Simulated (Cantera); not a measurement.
An isothermal, constant-pressure homogeneous reactor starts with CH4 : H2O : H2 = 1 : 1.3 : 0.1 (molar parts), at 1825 K and 1.00 bar. Integrator tolerance rtol = 1e-08.

Model: GRI-Mech 3.0 (53 species, 325 reactions), integrated in Cantera.

```
quantity                                             before                                     after
----------------  -----------------------------------------  ----------------------------------------
x(CH4) at 2.00 s    0.00141 (gas-phase equilibrium 2.20e-7)  0.000220 (gas-phase equilibrium 1.51e-7)
x(H2O) at 2.00 s      0.0660 (gas-phase equilibrium 0.0631)     0.0636 (gas-phase equilibrium 0.0633)
x(H2) at 2.00 s         0.706 (gas-phase equilibrium 0.709)       0.709 (gas-phase equilibrium 0.709)
x(O) at 2.00 s    9.75e-10 (gas-phase equilibrium 9.39e-10)   2.22e-9 (gas-phase equilibrium 2.21e-9)
x(OH) at 2.00 s     2.43e-6 (gas-phase equilibrium 2.32e-6)   3.80e-6 (gas-phase equilibrium 3.79e-6)
```

Question: Which change was made?
A) temperature 1825 to 1475 K
B) temperature 1825 to 1873 K
C) pressure from 1.00 bar to 3.50 bar
D) CH4 1 to 8.6 parts

Answer: B, temperature 1825 to 1873 K
